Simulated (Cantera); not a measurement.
## Adiabatic ignition

An adiabatic, constant-volume homogeneous reactor starts with 13.7 % CO, 5.34 % H2, 17.0 % O2, 64.0 % N2, equivalence ratio 0.56, at 1625 K and 2630 Torr.

Model: GRI-Mech 3.0 (53 species, 325 reactions), integrated in Cantera. The hydrogen kinetics of GRI-Mech 3.0 are dated; newer H2 mechanisms differ, most at raised pressure.

```csv
t (s),T (K),P (bar),x CO,x H2,x O2,x H2O2,x H2O,x OH
3.00e-6,1627,3.50,0.137,0.0510,0.168,4.50e-7,0.00159,0.000609
7.17e-6,1997,4.22,0.0969,0.00413,0.113,7.58e-7,0.0380,0.0114
1.72e-5,2544,5.20,0.0536,0.00352,0.0947,2.84e-7,0.0414,0.0163
4.10e-5,2833,5.69,0.0361,0.00210,0.0903,4.08e-7,0.0467,0.0147
9.81e-5,2869,5.74,0.0328,0.00191,0.0878,4.74e-7,0.0475,0.0142
0.000235,2861,5.72,0.0324,0.00190,0.0848,4.62e-7,0.0478,0.0138
0.000561,2850,5.70,0.0320,0.00188,0.0812,4.47e-7,0.0481,0.0134
0.00134,2845,5.69,0.0317,0.00187,0.0794,4.39e-7,0.0482,0.0132
0.00321,2845,5.69,0.0317,0.00187,0.0793,4.39e-7,0.0482,0.0132
0.00767,2845,5.69,0.0317,0.00187,0.0793,4.39e-7,0.0482,0.0132
0.0183,2845,5.69,0.0317,0.00187,0.0793,4.39e-7,0.0482,0.0132
0.0439,2845,5.69,0.0317,0.00187,0.0793,4.39e-7,0.0482,0.0132
0.105,2845,5.69,0.0317,0.00187,0.0793,4.39e-7,0.0482,0.0132
0.251,2845,5.69,0.0317,0.00187,0.0793,4.39e-7,0.0482,0.0132
0.600,2845,5.69,0.0317,0.00187,0.0793,4.39e-7,0.0482,0.0132
```
x: mole fraction; the columns are a selection and need not sum to one.

```
Quantity                                                             Value
---------------------------------  ---------------------------------------
time of steepest temperature rise                                  4.74 µs
temperature at 0.600 s                                              2845 K
equilibrium temperature                                             2845 K
x(CO) at 0.600 s                     0.0317 (gas-phase equilibrium 0.0317)
x(H2) at 0.600 s                   0.00187 (gas-phase equilibrium 0.00187)
x(O2) at 0.600 s                     0.0793 (gas-phase equilibrium 0.0793)
```
